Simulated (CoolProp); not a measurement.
50 sccm (0 °C, 1 atm) of nitrogen bubbles through liquid propylene glycol at 331.6 K and leaves saturated at a total pressure of 0.00624 MPa (ideal gas phase). Each further row changes one setting.

Values from CoolProp's reference Helmholtz-energy equation of state, Eisenbach 2021.

```tsv
case	vapour pressure (kPa)	mole fraction of vapour	delivery (mg/min)	delivery (sccm)	change of delivery for a bath 1 K warmer (%)
as stated	0.246	0.0394	6.96	2.05	7.5
bath temperature 336.6 K	0.345	0.0553	9.94	2.93	7.3
total pressure 0.0125 MPa	0.246	0.0197	3.40	1.00	7.3
```
